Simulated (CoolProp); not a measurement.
Saturation properties of ammonia (Tc = 405.6 K, pc = 113.6 bar, ω = 0.256).

Values from CoolProp's reference Helmholtz-energy equation of state, Gao 2020.

```tsv
T (K)	p (bar)	vapour density (kg/m³)	vapour viscosity (µPa s)	liquid conductivity (mW/(m K))
309.2	13.91	10.76	10.2	455
315.9	16.77	12.97	10.4	436
322.6	20.04	15.55	10.7	418
329.2	23.72	?	10.9	400
335.9	27.94	21.98	11.2	382
342.6	32.71	26.04	11.4	?
349.3	38.06	30.79	11.8	347
355.9	?	36.29	12.1	330
362.6	50.59	42.90	12.5	313
369.3	57.96	50.81	13.0	295
376	66.12	?	13.6	277
382.6	75.00	72.35	14.3	260
389.3	84.93	?	15.4	241
396	95.88	110.6	17.0	224
```

### Question
Fill in the missing entries.

### Answer

- 329.2, vapour density (kg/m³): 18.50
- 342.6, liquid conductivity (mW/(m K)): 365
- 355.9, p (bar): 43.94
- 376, vapour density (kg/m³): 60.47
- 389.3, vapour density (kg/m³): 88.11

It boils at 239.8 K under 1 atm.

Viscosity comes from a separate model (Fenghour 1995). Thermal conductivity comes from a separate model (Tufeu 1984).
